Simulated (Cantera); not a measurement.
An adiabatic, constant-volume homogeneous reactor starts with 2.15 % C3H8, 19.9 % O2, 74.7 % N2, 3.22 % H2O, at 1075 K and 1.01 bar.

Detailed kinetics in Cantera: GRI-Mech 3.0 (53 species, 325 reactions). GRI-Mech 3.0 was tuned for natural gas; its chemistry of propane as a main component is partial and can be far from experiment.

Q: Predict: time of steepest temperature rise; temperature at 3.00 s; equilibrium temperature; x(O2) at 3.00 s; x(H2O) at 3.00 s; x(OH) at 3.00 s; x(O) at 3.00 s.

A: 
| Quantity | Result |
|---|---|
| time of steepest temperature rise | 90.8 ms |
| temperature at 3.00 s | 2389 K |
| equilibrium temperature | 2389 K |
| x(O2) at 3.00 s | 0.0829 (gas-phase equilibrium 0.0829) |
| x(H2O) at 3.00 s | 0.111 (gas-phase equilibrium 0.111) |
| x(OH) at 3.00 s | 0.00683 (gas-phase equilibrium 0.00683) |
| x(O) at 3.00 s | 0.00156 (gas-phase equilibrium 0.00156) |
